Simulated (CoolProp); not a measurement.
Properties of hexamethyldisiloxane (MM) along the isotherm 492.6 K.

Model: reference Helmholtz-energy equation of state, Thol 2016, in CoolProp.

```csv
p (bar),phase,Joule-Thomson coefficient (K/MPa),expansivity (1/kK),fugacity coefficient
0.611,gas,9.922,2.129,0.9865
1.09,gas,10.10,2.212,0.9759
1.93,gas,10.44,2.372,0.9575
3.43,gas,11.12,2.710,0.9247
6.11,gas,12.73,3.570,0.8666
10.9,gas,18.64,7.520,0.7628
19.3,liquid,1.254,5.361,0.5028
34.3,liquid,0.6020,3.621,0.3180
61.1,liquid,0.2101,2.594,0.2177
109,liquid,-0.04249,1.913,0.1708
193,liquid,-0.2055,1.438,0.1685
```
